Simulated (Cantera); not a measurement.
A Cantera script and what it prints.

```python
import numpy as np
import cantera as ct

gas_names = """
    Fe FeO Fe(OH)2 H HO2 H2 H2O H2O2 H2S H2SO4 O OH O2 O3 S SH SO SO2 SO3 S2 S2O S8
""".split()
cond_names = """
    Fe(a) Fe(c) Fe(d) Fe(L) FeO(s) FeO(L) Fe(OH)2(s) Fe(OH)3(s) FeS(a) FeS(b) FeS(c) FeS(L) FeSO4(s)
    FeS2(s) Fe2O3(s) Fe2S3O12(s) Fe3O4(s) H2O(s) H2O(L) H2SO4(L) S(cr1) S(cr2) S(L)
""".split()


def load(file, names, dense=False):
    # The tables refer to 1 bar. Condensed volumes are neglected.
    table = {s.name: s for s in ct.Species.list_from_file(file)}
    out = []
    for n in names:
        d = dict(table[n].input_data)
        d["thermo"] = dict(d["thermo"], **{"reference-pressure": 1e5})
        if dense:
            d["equation-of-state"] = {"model": "constant-volume", "density": "1e6 g/cm^3"}
        out.append(ct.Species.from_dict(d))
    return out


gas = ct.Solution(thermo="ideal-gas", species=load("nasa_gas.yaml", gas_names))
cond = {s.name: ct.Solution(thermo="fixed-stoichiometry", species=[s], name=s.name)
        for s in load("nasa_condensed.yaml", cond_names, dense=True)}
atoms = {
    'FeS': {'Fe': 1, 'S': 1},
    'H2': {'H': 2},
    'H2O': {'H': 2, 'O': 1},
}
top_T = {'FeSO4(s)': 950, 'FeS2(s)': 1010, 'Fe2O3(s)': 1830, 'Fe2S3O12(s)': 1100, 'Fe3O4(s)': 1870}  # K; cautious upper limits of use, not melting points


def equilibrate(T, P, feed):
    n = {}
    for name, mol in feed.items():
        for a, k in atoms[name].items():
            n[a] = n.get(a, 0.0) + k * mol
    gas.TPX = T, P, n
    mass = sum(n.values()) * gas.mean_molecular_weight
    gas.equilibrate("TP")
    valid = [c for c in cond.values() if c.min_temp <= T <= top_T.get(c.name, c.max_temp)]
    mix = ct.Mixture([(gas, mass / gas.mean_molecular_weight)] + [(c, 0.0) for c in valid])
    mix.T, mix.P = T, P
    mix.equilibrate("TP", solver="vcs", rtol=1e-11, max_steps=5000)
    return mix


results = []
feed = {'FeS': 1, 'H2': 2000, 'H2O': 0.086}  # mol
P = 1100  # Pa
for T in [1150, 1200, 1250, 1300, 1350, 1400, 1450, 1500, 1550, 1600, 1650, 1700, 1750]:
    mix = equilibrate(T, P, feed)
    results.append((T, P, feed, dict(zip(mix.species_names, mix.species_moles))))

top = {s: max(r[3][s] / sum(r[3][g] for g in gas_names) for r in results) for s in gas_names}
cols = sorted((s for s in top if top[s] > 1e-05), key=lambda s: -top[s])[:5]
seen = [c for c in cond_names if any(r[3].get(c, 0) > 1e-12 for r in results)]
print("log10 of partial pressures in bar; condensed amounts in mol")
print(f"{'T/K':>10s}" + "".join(f"{s[:9]:>10s}" for s in cols + seen))
for T, P, feed, n in results:
    ng = sum(n[g] for g in gas_names)
    print(f"{T:10.4g}" + "".join(f"{np.log10(max(n[s] / ng * P / 1e5, 1e-99)):10.3f}" for s in cols)
          + "".join(f"{n.get(c, 0):10.4g}" for c in seen))
```

Result:

```
log10 of partial pressures in bar; condensed amounts in mol
       T/K        H2         H       H2S        Fe        SH     Fe(a)     Fe(c)
      1150    -1.959    -8.107    -5.260   -11.066    -8.378         1         0
      1200    -1.959    -7.684    -5.260   -10.304    -8.067         0         1
      1250    -1.959    -7.295    -5.261    -9.606    -7.781         0         1
      1300    -1.959    -6.936    -5.262    -8.962    -7.517         0    0.9998
      1350    -1.959    -6.602    -5.265    -8.367    -7.274         0    0.9992
      1400    -1.959    -6.292    -5.268    -7.815    -7.049         0    0.9972
      1450    -1.959    -6.004    -5.273    -7.302    -6.842         0    0.9909
      1500    -1.959    -5.734    -5.281    -6.824    -6.652         0    0.9727
      1550    -1.959    -5.481    -5.292    -6.378    -6.478         0    0.9238
      1600    -1.959    -5.244    -5.308    -5.960    -6.320         0    0.8006
      1650    -1.959    -5.021    -5.329    -5.568    -6.179         0    0.5085
      1700    -1.960    -4.811    -5.357    -5.260    -6.053         0         0
      1750    -1.960    -4.613    -5.393    -5.260    -5.944         0         0
```

Equilibrium computed with Cantera from the NASA thermochemical tables; the gas is ideal and each condensed phase is pure.
